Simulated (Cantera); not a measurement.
## Thermodynamics of silicates and aluminates, feed SiO2 + Al2O3 + H2

Feed: 1 mol SiO2, 2.3 mol Al2O3, 0.26 mol H2, equilibrated at 1300 K and 75.0 Torr.

Method: chemical equilibrium by Gibbs-energy minimisation in Cantera with the NASA 1993 tables (ideal gas, pure condensed phases). Candidate condensed phases: Al, Al2O3, Al2SiO5, Al6Si2O13, H2O, Si, SiO2; 28 gas species. Mutual solubility and eutectic melting of coexisting phases are not modelled. Condensed phases not in the tables: alloys, solid solutions and most ternary compounds. Kinetics and transport are ignored.

| Property | Value |
|---|---|
| x(H2) | 1.000 |
| x(H) | 3.50e-6 |
| x(H2O) | 3.17e-6 |
| x(SiO) | 3.17e-6 |
| n(Al2O3(s)) | 0.800 mol |
| n(Al6Si2O13(mullite)) | 0.500 mol |
| gas amount | 0.2600 mol |
| log10 activity of Si(s) (absent) | -2.44 |
| log10 activity of Al(l) (absent) | -6.51 |
